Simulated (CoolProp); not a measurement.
Properties of fluoroethane (R161) along the isobar 3450 kPa.

Computed with CoolProp (reference Helmholtz-energy equation of state, Wu 2012).

```
T (K)   phase  density (kg/m³)  cp (kJ/(kg K))  Joule-Thomson coefficient (K/MPa)  isothermal compressibility (1/MPa)
-----  ------  ---------------  --------------  ---------------------------------  ----------------------------------
325.8  liquid            654.2           2.478                             0.2325                            0.009324
341.3  liquid            605.3           2.728                             0.6462                             0.01817
356.8     gas            97.07           3.813                              17.42                              0.7333
372.4     gas            78.55           2.468                              13.51                              0.4818
387.9     gas            69.30           2.149                              11.12                              0.4150
403.4     gas            63.07           2.013                              9.422                              0.3820
418.9     gas                …           1.947                              8.143                              0.3620
434.5     gas                …           1.918                              7.136                              0.3483
450       gas            51.47           1.909                              6.333                                   …
```

Q: Some entries are withheld; supply them.

A: 
- 418.9, density (kg/m³): 58.38
- 434.5, density (kg/m³): 54.60
- 450, isothermal compressibility (1/MPa): 0.3384
